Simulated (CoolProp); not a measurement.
R507A at 213.6 K and 6.68 MPa is throttled through a valve to 3.55 MPa with no heat exchange. Each further row changes one setting.

Model: reference Helmholtz-energy equation of state, Lemmon 2003, in CoolProp. It is a pseudo-pure fit of the blend.

```tsv
case	temperature change (K)	final density (kg/m³)
as stated	+1.0	1360
outlet pressure 1.06 MPa	+1.8	?
outlet pressure 4.62 MPa	?	?
```

**Question.** Some entries are withheld; supply them.

**Answer.** 
- outlet pressure 1.06 MPa, final density (kg/m³): 1350
- outlet pressure 4.62 MPa, temperature change (K): +0.7
- outlet pressure 4.62 MPa, final density (kg/m³): 1370
